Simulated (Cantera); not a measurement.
Feed: 1 mol C2H6, 0.22 mol H2O, 0.23 mol N2, held at 0.0390 bar.

Equilibrium computed with Cantera from the NASA thermochemical tables; the gas is ideal and each condensed phase is pure. Candidate condensed phases: C, C6H6, C7H8, C8H18, H2O; 169 gas species. Ions and electrons are included (thermal ionisation). Equilibrium is a limit: real reactors are often held back by kinetics, nucleation or transport.

Which condensed phases are stable at each of these points (T (K)): 2000, 2250, 2500, 2750, 3000, 3250, 3500, 3750, 4000, 4250, 4500, 4750, 5000?


```tsv
T (K)	condensed phases	C condensed (%)
2000	C(graphite)	88.1
2250	C(graphite)	86.4
2500	C(graphite)	82.7
2750	C(graphite)	76.0
3000	C(graphite)	60.4
3250	gas only	0.0
3500	gas only	0.0
3750	gas only	0.0
4000	gas only	0.0
4250	gas only	0.0
4500	gas only	0.0
4750	gas only	0.0
5000	gas only	0.0
```

From 2000 K to 3000 K the condensed part is C(graphite). From 3250 K to 5000 K nothing is condensed.
